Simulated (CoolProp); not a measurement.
Vapour-liquid equilibrium of R22 (1) + R114 (2) at 1.13 MPa; x and y are mole fractions of (1).

Model: multi-fluid Helmholtz-energy mixture model, Kamei 1995 and Platzer 1990; pair parameters Bell 2016, in CoolProp. This equation is an older, rougher fit; its heat capacities, sound speeds and derivatives of the liquid may be far off and weren't checked against measurements.

### Question
Give the bubble temperature and the first vapour's composition at x = 0.15, 0.35, 0.85. Is there an azeotrope?

### Answer
x = 0.15: 342.2 K, y = 0.389; x = 0.35: 326.5 K, y = 0.643; x = 0.85: 305.7 K, y = 0.937. No azeotrope shows between x = 0.05 and 0.95.

Pair parameters are fitted to limited data, so mixtures are less certain than the pure fluids.
